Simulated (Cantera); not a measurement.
Feed: 1 mol B, 0.12 mol O2, 0.57 mol N2, 16 mol H2, at 1798 K and 0.230 bar.

Method: chemical equilibrium by Gibbs-energy minimisation in Cantera with the NASA 1993 tables (ideal gas, pure condensed phases). Candidate condensed phases: B, BN, B2O3, B3O3H3, H2O; 39 gas species. Kinetics and transport are ignored.

Base state: H2 0.976, N2 0.0108, HBO 0.0104, HBO2 0.00108, H 0.000725, B2O2 0.000419, B2O3 0.000329, H2O 0.000258 (mole fractions); condensed: BN(s).

### Question
What changes in the equilibrium state with this change: temperature from 1798 K to 2173 K?

### Answer
```json
[
 {"species": "H2", "before": "0.976", "after": "0.963"},
 {"species": "HBO", "before": "0.0104", "after": "0.0123"},
 {"species": "N2", "before": "0.0108", "after": "0.0120"},
 {"species": "H", "before": "0.000725", "after": "0.00987"},
 {"species": "B2O", "before": "4.60e-8", "after": "2.34e-5"},
 {"species": "BH2", "before": "5.08e-6", "after": "0.000761"},
 {"species": "BN(s), mol", "before": "0.787", "after": "0.747"}
]
```
The tables' values for BH2 are old estimates; treat these amounts as uncertain. Gases not in the tables: B2H6 and higher boranes.
